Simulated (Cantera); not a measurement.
Input (Python, Cantera):

```python
import numpy as np
import cantera as ct

gas = ct.Solution("gri30.yaml")
gas.TPX = 1825, 13332, {'C2H6': 1, 'N2': 13}
reactor = ct.IdealGasConstPressureReactor(gas, energy="off", clone=False)
net = ct.ReactorNet([reactor])
net.rtol, net.atol = 1e-08, 1e-18
show = ['C2H6', 'H2', 'C2H2', 'C2H4', 'CH3']
times = np.geomspace(2e-05, 300, 11)

steps = ct.SolutionArray(gas, extra=["t"])
rows = []
print(f"{'t/s':>10s}{'T/K':>9s}{'P/Pa':>11s}" + "".join(f"{s:>11s}" for s in show))
for t in times:
    while net.time < t:
        t_next = net.step()
        steps.append(gas.state, t=t_next)
    rows.append([np.interp(t, steps.t, y) for y in (steps.T, steps.P, *steps(*show).X.T)])
    print(f"{t:10.3e}{rows[-1][0]:9.1f}{rows[-1][1]:11.4g}" + "".join(f"{x:11.3e}" for x in rows[-1][2:]))
rate = np.gradient(steps.T, steps.t)
print("integrator steps:", len(steps.t))
if steps.T.max() > steps.T[0] + 200:
    print(f"time of steepest temperature rise: {steps.t[rate.argmax()]:.4e} s")
gas.TPX = 1825, 13332, {'C2H6': 1, 'N2': 13}
gas.equilibrate("TP")
print(f"equilibrium (TP): T = {gas.T:.1f} K  " + "  ".join(f"{s} {gas[s].X[0]:.3e}" for s in show))
```

It prints:

```
       t/s      T/K       P/Pa       C2H6         H2       C2H2       C2H4        CH3
 2.000e-05   1825.0  1.333e+04  4.661e-02  7.620e-03  1.601e-04  7.398e-03  2.262e-02
 1.044e-04   1825.0  1.333e+04  1.951e-03  6.158e-02  2.287e-02  2.459e-02  1.196e-02
 5.448e-04   1825.0  1.333e+04  3.864e-05  9.519e-02  5.010e-02  3.968e-03  1.907e-03
 2.844e-03   1825.0  1.333e+04  7.876e-06  1.040e-01  5.549e-02  3.254e-04  7.903e-04
 1.484e-02   1825.0  1.333e+04  2.662e-06  1.124e-01  5.839e-02  1.043e-04  4.621e-04
 7.746e-02   1825.0  1.333e+04  2.446e-07  1.215e-01  6.137e-02  2.676e-05  1.454e-04
 4.043e-01   1825.0  1.333e+04  8.116e-09  1.242e-01  6.227e-02  2.042e-05  2.680e-05
 2.110e+00   1825.0  1.333e+04  5.421e-10  1.246e-01  6.240e-02  2.030e-05  6.166e-06
 1.101e+01   1825.0  1.333e+04  3.618e-10  1.246e-01  6.240e-02  2.030e-05  4.664e-06
 5.748e+01   1825.0  1.333e+04  3.620e-10  1.246e-01  6.233e-02  2.028e-05  4.667e-06
 3.000e+02   1825.0  1.333e+04  3.633e-10  1.246e-01  6.200e-02  2.017e-05  4.685e-06
integrator steps: 1509
equilibrium (TP): T = 1825.0 K  C2H6 1.346e-10  H2 1.247e-01  C2H2 2.187e-02  C2H4 7.119e-06  CH3 2.885e-06
```

Computed with Cantera and GRI-Mech 3.0 (53 species, 325 reactions). GRI-Mech 3.0 stops at C3 and has no aromatics, soot or wall deposition, so with more carbon than oxygen in the feed, carbon stays in small species such as C2H2 where larger ones or solid carbon would form.
